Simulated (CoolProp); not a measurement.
Aqueous ethylene glycol as a coolant, 17 % by mass, freezing at -6.4 °C, 1 atm.

Model: Melinder's fits for secondary coolants, in CoolProp.

| T (°C) | density (kg/m³) | cp (kJ/(kg K)) | viscosity (mPa s) | Prandtl number |
|---|---|---|---|---|
| -0.6 | 1024 | 3.915 | 2.96 | 23.4 |
| 4.8 | 1024 | 3.923 | 2.45 | 19.1 |
| 10.2 | 1022 | 3.930 | 2.05 | 15.8 |
| 15.6 | 1021 | 3.938 | 1.74 | 13.3 |
| 20.9 | 1020 | 3.945 | 1.50 | 11.3 |
| 26.3 | 1018 | 3.953 | 1.30 | 9.70 |
| 31.7 | 1016 | 3.961 | 1.14 | 8.42 |
